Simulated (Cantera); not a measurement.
## Equilibrium for metals in furnace atmospheres: Cu + O2 + H2

A closed system holds: 1 mol Cu, 0.0036 mol O2, 7.1 mol H2, at 1750 °C and 1330 Pa.

Cantera equilibrium calculation (NASA polynomials, part measured and part estimated; ideal gas, pure solids and liquids). Candidate condensed phases: Cu, CuO, Cu(OH)2, Cu2O, H2O; 12 gas species. Rates play no part.

| Quantity | Value |
|---|---|
| x(H2) | 0.861 |
| x(Cu) | 0.122 |
| x(H) | 0.0153 |
| x(H2O) | 0.000881 |
| x(Cu2) | 0.000167 |
| x(OH) | 1.63e-6 |
| gas amount | 8.161 mol |
| log10 activity of Cu(l) (absent) | -0.51 |
